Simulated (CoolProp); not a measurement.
Vapour-liquid equilibrium of n-hexane (1) + n-decane (2) at 0.062 MPa; x and y are mole fractions of (1).

Values from CoolProp's multi-fluid Helmholtz-energy mixture model, Thol 2019 and Lemmon 2006; pair parameters Kunz 2012.

```json
[
 {"x": "0.05", "bubble temperature, mixture model (°C)": "139.7", "bubble temperature, Raoult's law (°C)": "136.6", "y, mixture model": "0.398", "y, Raoult's law": "0.463"},
 {"x": "0.125", "bubble temperature, mixture model (°C)": "120.7", "bubble temperature, Raoult's law (°C)": "116.7", "y, mixture model": "0.698", "y, Raoult's law": "0.747"},
 {"x": "0.2", "bubble temperature, mixture model (°C)": "106.7", "bubble temperature, Raoult's law (°C)": "103.1", "y, mixture model": "0.833", "y, Raoult's law": "0.860"},
 {"x": "0.275", "bubble temperature, mixture model (°C)": "96.2", "bubble temperature, Raoult's law (°C)": "93.2", "y, mixture model": "0.899", "y, Raoult's law": "0.915"},
 {"x": "0.35", "bubble temperature, mixture model (°C)": "87.9", "bubble temperature, Raoult's law (°C)": "85.6", "y, mixture model": "0.936", "y, Raoult's law": "0.945"},
 {"x": "0.425", "bubble temperature, mixture model (°C)": "81.3", "bubble temperature, Raoult's law (°C)": "79.5", "y, mixture model": "0.958", "y, Raoult's law": "0.963"},
 {"x": "0.5", "bubble temperature, mixture model (°C)": "75.8", "bubble temperature, Raoult's law (°C)": "74.4", "y, mixture model": "0.971", "y, Raoult's law": "0.975"},
 {"x": "0.575", "bubble temperature, mixture model (°C)": "71.1", "bubble temperature, Raoult's law (°C)": "70.1", "y, mixture model": "0.981", "y, Raoult's law": "0.982"},
 {"x": "0.65", "bubble temperature, mixture model (°C)": "67.1", "bubble temperature, Raoult's law (°C)": "66.4", "y, mixture model": "0.987", "y, Raoult's law": "0.988"},
 {"x": "0.725", "bubble temperature, mixture model (°C)": "63.6", "bubble temperature, Raoult's law (°C)": "63.2", "y, mixture model": "0.991", "y, Raoult's law": "0.992"},
 {"x": "0.8", "bubble temperature, mixture model (°C)": "60.6", "bubble temperature, Raoult's law (°C)": "60.3", "y, mixture model": "0.995", "y, Raoult's law": "0.995"},
 {"x": "0.875", "bubble temperature, mixture model (°C)": "57.8", "bubble temperature, Raoult's law (°C)": "57.7", "y, mixture model": "0.997", "y, Raoult's law": "0.997"},
 {"x": "0.95", "bubble temperature, mixture model (°C)": "55.4", "bubble temperature, Raoult's law (°C)": "55.3", "y, mixture model": "0.999", "y, Raoult's law": "0.999"}
]
```

The largest gap from Raoult's law is +4.0 K in bubble temperature, at x = 0.125. No azeotrope shows between x = 0.05 and 0.95.

The pair parameters rest on a limited set of measurements; away from them the model extrapolates.
